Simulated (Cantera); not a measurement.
**Equilibrium for metals in furnace atmospheres: Pb + CO2 + CO**

Feed: 1 mol Pb, 1.9 mol CO2, a varied amount of CO, equilibrated at 1150 K and 1.00 Torr.

Cantera equilibrium calculation (NASA polynomials, part measured and part estimated; ideal gas, pure solids and liquids). Candidate condensed phases: C, Pb, PbO, PbO2, Pb3O4; 15 gas species. Equilibrium is a limit: real reactors are often held back by kinetics, nucleation or transport.

From 0.61 mol CO to 1.1 mol CO the condensed part is Pb(l). From 1.9 mol CO to 56 mol CO nothing is condensed. The main Pb-bearing gas is Pb throughout.

```tsv
n(CO) (mol)	log p CO	log p CO2	log p Pb	log p PbO	log p Pb2	n Pb(l)
0.61	-3.60	-3.10	-3.54	-7.69	-8.20	0.303
1.1	-3.42	-3.18	-3.54	-7.95	-8.20	0.167
1.9	-3.28	-3.28	-3.56	-8.20	-8.24	0
3.3	-3.15	-3.39	-3.67	-8.56	-8.46	0
5.8	-3.05	-3.54	-3.81	-8.95	-8.75	0
10	-2.99	-3.71	-3.99	-9.36	-9.09	0
18	-2.94	-3.92	-4.20	-9.82	-9.51	0
32	-2.91	-4.14	-4.42	-10.29	-9.96	0
56	-2.90	-4.37	-4.65	-10.76	-10.41	0
```
log p: log10 of the partial pressure in bar; n: condensed amount in mol.
